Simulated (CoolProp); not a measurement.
Vapour-liquid equilibrium of CH2F2 (R32) (1) + propane (2) at 13.8 bar; x and y are mole fractions of (1).

Values from CoolProp's multi-fluid Helmholtz-energy mixture model, Tillner-Roth 1997 and Lemmon 2009; pair parameters Bell 2016.

**Question.** Give the bubble temperature and the first vapour's composition at x = 0.35, 0.45, 0.55. Is there an azeotrope?

**Answer.** x = 0.35: 284.7 K, y = 0.567; x = 0.45: 283.5 K, y = 0.600; x = 0.55: 282.8 K, y = 0.627. y crosses x between x = 0.65 and 0.75: the model has an azeotrope there.

The pair parameters rest on a limited set of measurements; away from them the model extrapolates. With so large a gap from Raoult's law the liquid may split in two, which this calculation doesn't test in full.
